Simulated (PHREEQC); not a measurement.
0.2 g of hydrous ferric oxide (600 m²/g; 0.2 weak and 0.005 strong sites per Fe, Dzombak-Morel constants, diffuse double layer) in 1 kg of water with 0.005 mol/kgw of an inert sodium salt and 0.00037 mol CuSO4, at 25 °C; the pH is set by adding NaOH or the inert anion's acid. Oxygen is held at 0.21 atm. The system is closed to CO2. No solid was allowed to form.

Base run: PHREEQC, ion-association model, wateq4f.dat. Each further column changes one thing. The table gives S sorbed (%).

```tsv
pH	base	no electrostatic term (-no_edl)	background salt from 0.005 to 0.0005 mol/kgw	oxide from 0.2 to 1 g/kgw	0.00025 mol/kgw Ag2SO4 added
3	56.0	0.1	58.3	100.0	34.1
4	54.8	0.1	57.3	100.0	33.6
4.5	51.7	0.1	54.1	99.9	32.2
5.5	39.3	0.0	41.7	98.2	25.0
6.5	34.2	0.0	36.8	73.6	21.2
7.5	25.4	0.0	28.0	19.2	16.8
8	12.9	0.0	14.9	4.0	9.6
9	0.4	0.0	0.5	0.1	0.3
```

In at least one series the solution becomes supersaturated in solids that the run did not let form, among them Cu(OH)2, Brochantite, Antlerite. The database's constant for dissolved Cu(OH)2 is higher than later reviews accept. The oxide is taken as insoluble; below pH 4 it would dissolve.
